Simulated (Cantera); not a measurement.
**Transport properties of process gases**

Gas mixture: 100 % N2O, at 1.35 Torr, frozen composition.

Cantera's kinetic-theory transport with the Lennard-Jones parameters of GRI-Mech 3.0, ideal gas; thermal conductivity in the mixture-averaged form.

| T (K) | ρ (kg/m³) | cp (J/kg/K) | μ (µPa s) | λ (mW/m/K) | Pr | D (cm²/s) C2H2 | D (cm²/s) CO2 | D (cm²/s) H |
|---|---|---|---|---|---|---|---|---|
| 400 | 0.00238 | 970.3 | 19.5 | 25.5 | 0.741 | 118 | 108 | 935 |
| 500 | 0.00191 | 1043 | 23.6 | 33.2 | 0.740 | 178 | 164 | 1400 |
| 600 | 0.00159 | 1101 | 27.3 | 40.7 | 0.739 | 248 | 228 | 1930 |
| 700 | 0.00136 | 1150 | 30.8 | 47.9 | 0.739 | 326 | 300 | 2530 |
| 800 | 0.00119 | 1192 | 34.0 | 54.9 | 0.739 | 412 | 380 | 3180 |
| 900 | 0.00106 | 1227 | 37.1 | 61.5 | 0.740 | 505 | 466 | 3890 |
| 1000 | 0.000953 | 1255 | 40.0 | 68.0 | 0.739 | 605 | 560 | 4660 |
D: mixture-averaged diffusion coefficient of that species in the mixture.
